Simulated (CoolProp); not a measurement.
A single-stage vapour-compression cycle with R22: evaporating at 200.15 K (dew point), condensing at 242.15 K (bubble point), superheat 2 K, subcooling 5 K, compressor efficiency 0.75, no pressure losses. Each further row changes one setting.

Model: reference Helmholtz-energy equation of state, Kamei 1995, in CoolProp.

```
case                              cooling COP  pressure ratio  discharge temperature (K)  refrigerating effect (kJ/kg)  volumetric capacity (kJ/m³)
--------------------------------  -----------  --------------  -------------------------  ----------------------------  ---------------------------
as stated                                3.08            9.33                      319.1                           214                          187
evaporating temperature 205.15 K         3.67            6.76                      307.4                           217                          256
condensing temperature 237.15 K          3.57            7.50                      306.9                           219                          192
subcooling 10 K                          3.16            9.33                      319.1                           219                          192
superheat 12 K                           3.02            9.33                      331.6                           219                          183
compressor efficiency 0.65               2.67            9.33                      334.4                           214                          187
```
